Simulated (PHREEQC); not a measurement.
Consider water at 45 °C with 0.24 mol H2SO4, 0.058 mol FeSO4 and 0.001 mol Fe2(SO4)3 per kg of water. It is in equilibrium with CO2 at log p = -1 (atm). Otherwise closed; pH follows from the charge balance.

Computed with PHREEQC (ion-association model, phreeqc.dat).

Problem. The ionic strength comes out as 0.354 mol/kgw. What activity coefficients do FeHSO4+, H+, FeSO4+, Fe+3, Fe(SO4)2- get?

Solution. FeHSO4+ 0.72, H+ 0.77, FeSO4+ 0.70, Fe+3 0.095, Fe(SO4)2- 0.72.

No solid was allowed to form. Species that the database lacks are ignored. At this temperature some constants are extrapolated from 25 °C, and those without enthalpy data are left unchanged.
